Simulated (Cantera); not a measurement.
Feed: 1 mol Pb, a varied amount of O2, 1.2 mol H2, held at 1173.15 K and 38.3 Torr.

Method: chemical equilibrium by Gibbs-energy minimisation in Cantera with the NASA 1993 tables (ideal gas, pure condensed phases). Candidate condensed phases: H2O, Pb, PbO, PbO2, Pb3O4; 12 gas species. Each liquid is taken as pure. Mutual solubility and eutectic melting of coexisting phases are not modelled. Kinetics and transport are ignored.

Problem. Which condensed phases are stable at each of these points (n(O2) (mol)): 0.047, 0.11, 0.18, 0.25, 0.31, 0.38, 0.45, 0.51, 0.58, 0.65?

Solution. 
| n(O2) (mol) | condensed phases | Pb condensed (%) |
|---|---|---|
| 0.047 | Pb(l) | 99.0 |
| 0.11 | Pb(l) | 99.0 |
| 0.18 | Pb(l) | 99.0 |
| 0.25 | Pb(l) | 99.0 |
| 0.31 | Pb(l) | 99.0 |
| 0.38 | Pb(l) | 99.0 |
| 0.45 | Pb(l) | 99.0 |
| 0.51 | Pb(l) | 99.0 |
| 0.58 | Pb(l) | 99.0 |
| 0.65 | Pb(l) + PbO(l) | 98.9 |

From 0.047 mol O2 to 0.58 mol O2 the condensed part is Pb(l). At 0.65 mol O2 the condensed part is Pb(l) + PbO(l).
